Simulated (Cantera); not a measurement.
Gas-phase reforming

A perfectly stirred reactor is fed with CH₄ : CO₂ = 1 : 0.38 (molar parts), at 0.582 atm; it is held at 1523 K, and followed from long to short residence time.

Cantera simulation using GRI-Mech 3.0 (53 species, 325 reactions); the numbers are that mechanism's predictions, not measurements. GRI-Mech 3.0 stops at C3 and has no aromatics, soot or wall deposition, so with more carbon than oxygen in the feed, carbon stays in small species such as C2H2 where larger ones or solid carbon would form.

```json
[
 {"τ (s)": "1.0", "x CH₄": "0.243", "x CO₂": "0.0874", "x CH₂O": "6.86e-7", "x CH₂": "7.62e-9", "x OH": "1.16e-7", "x CH₂CO": "1.87e-5", "x HCO": "1.32e-9"},
 {"τ (s)": "0.52", "x CH₄": "0.328", "x CO₂": "0.133", "x CH₂O": "1.09e-6", "x CH₂": "7.61e-9", "x OH": "8.80e-8", "x CH₂CO": "1.35e-5", "x HCO": "9.56e-10"},
 {"τ (s)": "0.27", "x CH₄": "0.422", "x CO₂": "0.181", "x CH₂O": "1.62e-6", "x CH₂": "7.75e-9", "x OH": "5.68e-8", "x CH₂CO": "7.69e-6", "x HCO": "7.70e-10"},
 {"τ (s)": "0.14", "x CH₄": "0.511", "x CO₂": "0.220", "x CH₂O": "2.28e-6", "x CH₂": "8.44e-9", "x OH": "3.26e-8", "x CH₂CO": "3.55e-6", "x HCO": "7.64e-10"},
 {"τ (s)": "0.072", "x CH₄": "0.586", "x CO₂": "0.245", "x CH₂O": "3.01e-6", "x CH₂": "9.61e-9", "x OH": "1.75e-8", "x CH₂CO": "1.35e-6", "x HCO": "8.62e-10"},
 {"τ (s)": "0.037", "x CH₄": "0.641", "x CO₂": "0.260", "x CH₂O": "3.67e-6", "x CH₂": "1.08e-8", "x OH": "9.00e-9", "x CH₂CO": "4.23e-7", "x HCO": "9.72e-10"},
 {"τ (s)": "0.019", "x CH₄": "0.679", "x CO₂": "0.269", "x CH₂O": "4.07e-6", "x CH₂": "1.15e-8", "x OH": "4.41e-9", "x CH₂CO": "1.02e-7", "x HCO": "1.01e-9"},
 {"τ (s)": "0.010", "x CH₄": "0.702", "x CO₂": "0.273", "x CH₂O": "4.00e-6", "x CH₂": "1.09e-8", "x OH": "2.11e-9", "x CH₂CO": "2.02e-8", "x HCO": "9.07e-10"},
 {"τ (s)": "0.0052", "x CH₄": "0.714", "x CO₂": "0.274", "x CH₂O": "3.36e-6", "x CH₂": "9.07e-9", "x OH": "9.90e-10", "x CH₂CO": "3.32e-9", "x HCO": "6.71e-10"}
]
```
x: mole fraction; the columns are a selection and need not sum to one.
